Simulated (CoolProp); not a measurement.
R236EA at 328.67 K and 0.0665 MPa flows at 0.12 m/s in a round tube of 1 mm bore and 0.25 µm roughness, fully developed (64/Re and Nu = 3.66 if laminar; Colebrook and Gnielinski if turbulent). Each further row changes one setting.

Model: reference Helmholtz-energy equation of state, Rui 2013, in CoolProp.

| case | Reynolds number | Darcy friction factor | pressure drop (Pa/m) | heat-transfer coefficient (W/(m² K)) | mass flow (kg/h) |
|---|---|---|---|---|---|
| as stated | (withheld) | (withheld) | (withheld) | 61.0 | (withheld) |
| velocity 0.24 m/s | 74.7 | 0.857 | (withheld) | 61.0 | 0.00255 |
| diameter 2 mm | 74.7 | 0.857 | (withheld) | 30.5 | 0.00510 |

**Question.** What belongs in the gaps?

**Answer.** 
- as stated, Reynolds number: 37.3
- as stated, Darcy friction factor: 1.71
- as stated, pressure drop (Pa/m): 46.4
- as stated, mass flow (kg/h): 0.00128
- velocity 0.24 m/s, pressure drop (Pa/m): 92.8
- diameter 2 mm, pressure drop (Pa/m): 11.6

Viscosity comes from a separate model (Huber 2003), an estimate that may be off by 10 % or more. Thermal conductivity comes from a separate model (Huber 2003), an estimate that may be off by 10 % or more.
